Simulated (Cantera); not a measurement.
A Cantera script and what it prints.

```python
import numpy as np
import cantera as ct

gas_names = """
    B BH BH2 BH3 BN BO BO2 B2 B2O B2O2 B2O3 B3O3H3 H HBO HBO2 HNO HNO2 HNO3 HO2 H2 H2O H2O2 H3B3O6 N NH
    NH2 NH3 NH2OH NO NO2 NO3 N2 N2H2 N2H4 N2O O OH O2 O3
""".split()
cond_names = """
    B(b) B(L) BN(s) B2O3(L) B3O3H3(cr) H2O(s) H2O(L)
""".split()


def load(file, names, dense=False):
    # The tables refer to 1 bar. Condensed volumes are neglected.
    table = {s.name: s for s in ct.Species.list_from_file(file)}
    out = []
    for n in names:
        d = dict(table[n].input_data)
        d["thermo"] = dict(d["thermo"], **{"reference-pressure": 1e5})
        if dense:
            d["equation-of-state"] = {"model": "constant-volume", "density": "1e6 g/cm^3"}
        out.append(ct.Species.from_dict(d))
    return out


gas = ct.Solution(thermo="ideal-gas", species=load("nasa_gas.yaml", gas_names))
cond = {s.name: ct.Solution(thermo="fixed-stoichiometry", species=[s], name=s.name)
        for s in load("nasa_condensed.yaml", cond_names, dense=True)}
atoms = {
    'B': {'B': 1},
    'H2O': {'H': 2, 'O': 1},
    'N2': {'N': 2},
}
top_T = {'BN(s)': 3200}  # K; cautious upper limits of use, not melting points


def equilibrate(T, P, feed):
    n = {}
    for name, mol in feed.items():
        for a, k in atoms[name].items():
            n[a] = n.get(a, 0.0) + k * mol
    gas.TPX = T, P, n
    mass = sum(n.values()) * gas.mean_molecular_weight
    gas.equilibrate("TP")
    valid = [c for c in cond.values() if c.min_temp <= T <= top_T.get(c.name, c.max_temp)]
    mix = ct.Mixture([(gas, mass / gas.mean_molecular_weight)] + [(c, 0.0) for c in valid])
    mix.T, mix.P = T, P
    mix.equilibrate("TP", solver="vcs", rtol=1e-11, max_steps=5000)
    return mix


results = []
feed = {'B': 1, 'H2O': 0.38, 'N2': 0.58}  # mol
T = 2373.15  # K
P = 1000  # Pa
mix = equilibrate(T, P, feed)
results.append((T, P, feed, dict(zip(mix.species_names, mix.species_moles))))
print(gas.report(threshold=0.0001))
for i in range(1, mix.n_phases):
    print(f"{mix.phase(i).name:16s} {mix.phase_moles(i):12.5e} mol")
```

Output:

```
       temperature   2373.2 K
          pressure   1000 Pa
           density   0.0010513 kg/m^3
  mean mol. weight   20.744 kg/kmol
   phase of matter   gas

                          1 kg             1 kmol
                     ---------------   ---------------
          enthalpy        3.1897e+06        6.6166e+07  J
   internal energy        2.2385e+06        4.6435e+07  J
           entropy             14289        2.9641e+05  J/K
    Gibbs function       -3.0721e+07       -6.3725e+08  J
 heat capacity c_p            1828.4             37928  J/K
 heat capacity c_v            1427.6             29613  J/K

                      mass frac. Y      mole frac. X     chem. pot. / RT
                     ---------------   ---------------   ---------------
                 B         0.0012515         0.0024016           -3.7107
               BH2        0.00038457        0.00062197           -29.841
                BO           0.22884           0.17707           -35.407
               B2O          0.010078         0.0055571           -39.117
              B2O2          0.062831          0.024308           -70.813
              B2O3        0.00040049        0.00011933           -102.51
                 H         0.0032299          0.066468           -13.065
               HBO          0.076157          0.056791           -48.472
                H2          0.021981           0.22617           -26.131
                N2            0.5946           0.44029           -32.957
     [  +29 minor]        0.00024466        0.00021217

B(L)              6.08712e-01 mol
BN(s)             0.00000e+00 mol
B2O3(L)           0.00000e+00 mol
```

Method: chemical equilibrium by Gibbs-energy minimisation in Cantera with the NASA 1993 tables (ideal gas, pure condensed phases). The tables' values for BH2 are old estimates; treat these amounts as uncertain.
